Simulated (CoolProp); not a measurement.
A Linde-Hampson liquefier for ethylene: isothermal reversible compression at 320 K from 1 atm to 40 MPa, throttling to 1 atm, return gas leaving the recuperator 10 K below the feed. Each further row changes one setting.

Model: reference Helmholtz-energy equation of state, Smukala 2000, in CoolProp.

```
case                        liquid yield per pass  compression work (kJ/kg of gas)
--------------------------  ---------------------  -------------------------------
as stated                              (withheld)                              468
high pressure 80 MPa                   (withheld)                       (withheld)
warm-end temperature 350 K                  0.347                       (withheld)
warm-end gap 15 K                           0.407                              468
```

Q: What belongs in the gaps?

A: 
- as stated, liquid yield per pass: 0.414
- high pressure 80 MPa, liquid yield per pass: 0.370
- high pressure 80 MPa, compression work (kJ/kg of gas): 554
- warm-end temperature 350 K, compression work (kJ/kg of gas): 539
